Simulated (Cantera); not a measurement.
An isothermal, constant-pressure homogeneous reactor starts with H₂ : O₂ = 0.017 : 1 (molar parts), equivalence ratio 0.0085, at 1250 K and 2.10 Torr.

Model: the H2/O2 subset of GRI-Mech 3.0, which has no nitrogen chemistry, integrated in Cantera. Radical loss at walls, strong at low pressure, is not modelled.

x: mole fraction; the columns are a selection and need not sum to one.

```tsv
t (s)	x H₂	x O₂	x HO₂	x O	x OH	x H₂O	x H₂O₂
7.00e-5	0.0167	0.983	5.50e-10	1.03e-10	1.02e-10	2.90e-12	<1e-12
0.000172	0.0167	0.983	1.35e-9	5.17e-10	5.02e-10	3.63e-11	<1e-12
0.000421	0.0167	0.983	3.31e-9	2.24e-9	…	3.96e-10	<1e-12
0.00103	0.0167	0.983	8.12e-9	9.07e-9	…	3.73e-9	1.80e-12
0.00253	0.0167	0.983	1.99e-8	4.87e-8	…	3.83e-8	1.07e-11
0.00622	0.0167	0.983	4.91e-8	8.49e-7	…	9.45e-7	6.20e-11
0.0153	0.0159	0.983	2.22e-7	0.000536	…	0.000629	7.90e-10
0.0374	0.000142	0.968	2.60e-7	0.0140	0.00160	0.0152	6.78e-9
0.0918	0.000110	0.968	2.48e-7	0.0139	0.00149	0.0153	6.02e-9
0.225	0.000106	0.969	2.44e-7	0.0133	0.00146	0.0154	6.00e-9
0.552	9.59e-5	0.970	2.34e-7	0.0120	0.00139	0.0155	5.96e-9
1.35	7.65e-5	0.973	2.12e-7	0.00941	…	0.0158	5.81e-9
3.32	4.73e-5	0.977	1.70e-7	0.00572	…	0.0161	5.36e-9
8.15	1.98e-5	0.980	1.09e-7	0.00236	…	0.0165	4.30e-9
20.0	5.65e-6	0.982	5.18e-8	0.000666	…	0.0167	2.67e-9
```

Question: Fill in the missing entries.

Answer: 
- 0.000421, x OH: 2.08e-9
- 0.00103, x OH: 7.69e-9
- 0.00253, x OH: 3.71e-8
- 0.00622, x OH: 6.18e-7
- 0.0153, x OH: 0.000377
- 1.35, x OH: 0.00124
- 3.32, x OH: 0.000980
- 8.15, x OH: 0.000636
- 20.0, x OH: 0.000340
